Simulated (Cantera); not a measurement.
Premixed flame

A freely propagating, adiabatic, planar premixed flame of H₂ : O₂ : N₂ = 1 : 0.333 : 1.13 (molar parts), equivalence ratio 1.5, unburnt at 425 K and 1.00 bar; unity-Lewis-number transport, grid criteria slope 0.08 and curve 0.16, no radiation.

Model: the H2/O2 subset of GRI-Mech 3.0, which has no nitrogen chemistry, integrated in Cantera. Unity Lewis numbers drop preferential diffusion, which matters most where H2 and H carry the flame. Burning velocities carry a grid error of a few per cent, more on coarse grids.

| z (mm) | T (K) | u (m/s) | x H₂ | x O₂ | x H | x OH | x H₂O₂ | x H₂O |
|---|---|---|---|---|---|---|---|---|
| -0.985 | 425 | 3.45 | 0.406 | 0.135 | <1e-8 | <1e-8 | <1e-8 | 9.10e-8 |
| -0.656 | 425 | 3.45 | 0.406 | 0.135 | <1e-8 | <1e-8 | <1e-8 | 2.02e-6 |
| -0.492 | 425 | 3.46 | 0.406 | 0.135 | <1e-8 | <1e-8 | 4.21e-8 | 1.70e-5 |
| -0.328 | 426 | 3.47 | 0.406 | 0.135 | <1e-8 | <1e-8 | 4.24e-7 | 0.000174 |
| -0.164 | 486 | 3.93 | 0.400 | 0.132 | 2.23e-5 | 2.19e-5 | 1.17e-5 | 0.00747 |
| -0.0820 | 804 | 6.39 | 0.360 | 0.111 | 0.00544 | 0.000594 | 1.45e-5 | 0.0530 |
| 0 | 1271 | 9.80 | 0.240 | 0.0587 | 0.0499 | 0.00283 | 2.86e-6 | 0.161 |
| 0.0820 | 1553 | 11.8 | 0.148 | 0.0182 | 0.0880 | 0.00716 | 1.77e-6 | 0.241 |
| 0.164 | 1693 | 12.7 | 0.129 | 0.00754 | 0.0878 | 0.00957 | 1.20e-6 | 0.263 |
| 0.328 | 1842 | 13.6 | 0.131 | 0.00432 | 0.0722 | 0.0109 | 6.56e-7 | 0.273 |
| 0.656 | 1993 | 14.6 | 0.138 | 0.00281 | 0.0543 | 0.0109 | 3.33e-7 | 0.281 |
| 1.31 | 2129 | 15.4 | 0.143 | 0.00161 | 0.0384 | 0.00965 | 1.75e-7 | 0.289 |
| 2.63 | 2238 | 16.0 | 0.147 | 0.000800 | 0.0258 | 0.00764 | 9.75e-8 | 0.297 |
x: mole fraction of selected species; z is measured from the peak of heat release.

```yaml
laminar_burning_velocity: 345 cm/s
thermal_thickness: 0.328 mm
peak x(H): 0.0904
peak x(OH): 0.0110
peak x(H₂O₂): 1.79e-5
grid_points: 113
```
